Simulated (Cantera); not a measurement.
A perfectly stirred reactor is fed with CH4 : O2 : N2 = 1 : 2.41 : 9.06 (molar parts), at 1.70 bar; it is adiabatic with a 423 K inlet, and is followed from long to short residence time, starting on the burning branch (τ in s: 0.1, 0.056, 0.03, 0.016, 0.0088, 0.0047, 0.0026, 0.0014, 0.00074, 0.0004, 0.00022, 0.00012, 6.3e-05).

Computed with Cantera and GRI-Mech 3.0 (53 species, 325 reactions).

Question: What does this change do: pressure from 1.70 bar to 1.20 bar?

Answer: 
| quantity | before | after |
|---|---|---|
| blow-out, bracketed by the residence times tried | burning at 63.0 µs, the shortest tried | burning at 0.120 ms, out at 63.0 µs |
| x(CH4) at τ = 0.100 s | 2.94e-6 | 3.61e-6 |
| x(O2) at τ = 0.100 s | 0.0327 | 0.0329 |
| x(C2H2) at τ = 0.100 s | 2.20e-10 | 2.74e-10 |
| x(NO) at τ = 0.100 s | 0.000732 | 0.000650 |
| x(H) at τ = 0.100 s | 8.39e-5 | 0.000118 |
| x(CH4) at τ = 2.60 ms | 4.77e-5 | 5.36e-5 |
| x(O2) at τ = 2.60 ms | 0.0354 | 0.0364 |
| x(C2H2) at τ = 2.60 ms | 1.39e-8 | 1.13e-8 |
| x(NO) at τ = 2.60 ms | 0.000115 | 0.000102 |
| x(H) at τ = 2.60 ms | 0.000702 | 0.00119 |
